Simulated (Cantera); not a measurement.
A perfectly stirred reactor is fed with CH4 : O2 : N2 : CO2 = 1 : 2 : 7.52 : 0.26 (molar parts), equivalence ratio 1.0, at 1350 Torr; it is adiabatic with a 400 K inlet, and is followed from long to short residence time, starting on the burning branch (τ in s: 0.093, 0.042, 0.019, 0.0087, 0.004, 0.0018, 0.00082, 0.00037, 0.00017, 7.7e-05, 3.5e-05, 1.6e-05, 7.3e-06).

Cantera simulation using GRI-Mech 3.0 (53 species, 325 reactions); the numbers are that mechanism's predictions, not measurements.

What does this change do: N2 7.52 to 9.7 parts?


```tsv
quantity	before	after
blow-out, bracketed by the residence times tried	burning at 77.0 µs, out at 35.0 µs	burning at 0.170 ms, out at 77.0 µs
x(CH4) at τ = 93.0 ms	3.15e-6	6.67e-6
x(O2) at τ = 93.0 ms	0.00556	0.00347
x(CO2) at τ = 93.0 ms	0.106	0.0910
x(H2O2) at τ = 93.0 ms	7.38e-8	4.99e-8
x(HCN) at τ = 93.0 ms	3.28e-7	3.24e-7
x(CH4) at τ = 0.820 ms	0.000109	0.000176
x(O2) at τ = 0.820 ms	0.0153	0.0124
x(CO2) at τ = 0.820 ms	0.0898	0.0769
x(H2O2) at τ = 0.820 ms	2.69e-7	3.31e-7
x(HCN) at τ = 0.820 ms	1.39e-6	1.73e-6
```

What does this change do: pressure from 1350 Torr to 278 Torr?


| quantity | before | after |
|---|---|---|
| blow-out, bracketed by the residence times tried | burning at 77.0 µs, out at 35.0 µs | burning at 0.170 ms, out at 77.0 µs |
| x(CH4) at τ = 93.0 ms | 3.15e-6 | 6.57e-6 |
| x(O2) at τ = 93.0 ms | 0.00556 | 0.0102 |
| x(CO2) at τ = 93.0 ms | 0.106 | 0.0977 |
| x(H2O2) at τ = 93.0 ms | 7.38e-8 | 4.09e-8 |
| x(HCN) at τ = 93.0 ms | 3.28e-7 | 2.88e-7 |
| x(CH4) at τ = 0.820 ms | 0.000109 | 0.000292 |
| x(O2) at τ = 0.820 ms | 0.0153 | 0.0248 |
| x(CO2) at τ = 0.820 ms | 0.0898 | 0.0762 |
| x(H2O2) at τ = 0.820 ms | 2.69e-7 | 1.96e-7 |
| x(HCN) at τ = 0.820 ms | 1.39e-6 | 7.38e-7 |
